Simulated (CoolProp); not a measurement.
Saturation properties of n-undecane.

Values from CoolProp's reference Helmholtz-energy equation of state, Aleksandrov 2011. It is a short technical equation, of lower accuracy than the large ones.

```
T (K)  p (bar)  enthalpy of vaporisation (kJ/kg)  liquid cp (kJ/(kg K))  vapour Z
-----  -------  --------------------------------  ---------------------  --------
501.6    2.121                             243.4                  3.025    0.8854
512      2.621                             235.9                  3.073    0.8673
522.4    3.209                             227.9                  3.122    0.8473
532.8    3.893                             219.6                  3.174    0.8252
543.3    4.694                             210.6                  3.229    0.8005
553.7    5.607                             201.1                  3.289    0.7734
564.1    6.653                             190.8                  3.354    0.7434
574.5    7.845                             179.6                  3.430    0.7101
584.9    9.201                             167.2                  3.521    0.6726
```

It boils at 468.9 K under 1 atm.
